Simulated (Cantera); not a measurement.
What does this Cantera script print?

```python
import numpy as np
import cantera as ct

gas = ct.Solution("gri30.yaml")
gas.TPX = 1100, 78000, {'CH4': 1, 'CO': 0.085, 'O2': 3.58, 'N2': 13.5}
reactor = ct.IdealGasReactor(gas, energy="on", clone=False)
net = ct.ReactorNet([reactor])
net.rtol, net.atol = 1e-08, 1e-16
show = ['CH4', 'CO', 'O2', 'CO2', 'H2O', 'H']
times = np.geomspace(3e-06, 0.4, 16)

steps = ct.SolutionArray(gas, extra=["t"])
rows = []
print(f"{'t/s':>10s}{'T/K':>9s}{'P/Pa':>11s}" + "".join(f"{s:>11s}" for s in show))
for t in times:
    while net.time < t:
        t_next = net.step()
        steps.append(gas.state, t=t_next)
    rows.append([np.interp(t, steps.t, y) for y in (steps.T, steps.P, *steps(*show).X.T)])
    print(f"{t:10.3e}{rows[-1][0]:9.1f}{rows[-1][1]:11.4g}" + "".join(f"{x:11.3e}" for x in rows[-1][2:]))
rate = np.gradient(steps.T, steps.t)
print("integrator steps:", len(steps.t))
if steps.T.max() > steps.T[0] + 200:
    print(f"time of steepest temperature rise: {steps.t[rate.argmax()]:.4e} s")
gas.TPX = 1100, 78000, {'CH4': 1, 'CO': 0.085, 'O2': 3.58, 'N2': 13.5}
gas.equilibrate("UV")
print(f"equilibrium (UV): T = {gas.T:.1f} K  " + "  ".join(f"{s} {gas[s].X[0]:.3e}" for s in show))
```

Output:

```
       t/s      T/K       P/Pa        CH4         CO         O2        CO2        H2O          H
 3.000e-06   1100.0    7.8e+04  5.505e-02  4.679e-03  1.971e-01  1.887e-11  3.738e-12  2.658e-13
 6.588e-06   1100.0    7.8e+04  5.505e-02  4.679e-03  1.971e-01  4.164e-11  1.919e-11  4.329e-13
 1.447e-05   1100.0    7.8e+04  5.505e-02  4.679e-03  1.971e-01  9.210e-11  6.821e-11  5.765e-13
 3.178e-05   1100.0    7.8e+04  5.505e-02  4.679e-03  1.971e-01  2.044e-10  1.900e-10  7.157e-13
 6.979e-05   1100.0    7.8e+04  5.505e-02  4.679e-03  1.971e-01  4.578e-10  4.941e-10  1.006e-12
 1.533e-04   1100.0    7.8e+04  5.505e-02  4.679e-03  1.971e-01  1.047e-09  1.342e-09  1.671e-12
 3.366e-04   1100.0    7.8e+04  5.505e-02  4.679e-03  1.971e-01  2.493e-09  4.095e-09  3.261e-12
 7.392e-04   1100.0    7.8e+04  5.505e-02  4.679e-03  1.971e-01  6.380e-09  1.490e-08  7.412e-12
 1.623e-03   1100.0    7.8e+04  5.505e-02  4.679e-03  1.971e-01  1.810e-08  6.614e-08  2.000e-11
 3.565e-03   1100.0    7.8e+04  5.505e-02  4.679e-03  1.971e-01  5.683e-08  3.571e-07  6.616e-11
 7.830e-03   1100.0    7.8e+04  5.505e-02  4.679e-03  1.971e-01  1.861e-07  2.241e-06  2.315e-10
 1.720e-02   1100.1  7.801e+04  5.504e-02  4.679e-03  1.971e-01  5.872e-07  1.187e-05  4.973e-10
 3.776e-02   1100.4  7.803e+04  5.499e-02  4.679e-03  1.970e-01  1.905e-06  4.474e-05  9.287e-10
 8.293e-02   1101.7  7.812e+04  5.483e-02  4.691e-03  1.969e-01  7.600e-06  1.817e-04  2.820e-09
 1.821e-01   1120.4  7.947e+04  5.263e-02  5.234e-03  1.951e-01  7.360e-05  2.231e-03  7.598e-08
 4.000e-01   2451.9  1.746e+05  8.825e-19  4.284e-03  7.765e-02  5.519e-02  1.037e-01  5.634e-04
integrator steps: 2348
time of steepest temperature rise: 1.9848e-01 s
equilibrium (UV): T = 2451.9 K  CH4 1.300e-18  CO 4.284e-03  O2 7.765e-02  CO2 5.519e-02  H2O 1.037e-01  H 5.634e-04
```

Computed with Cantera and GRI-Mech 3.0 (53 species, 325 reactions).
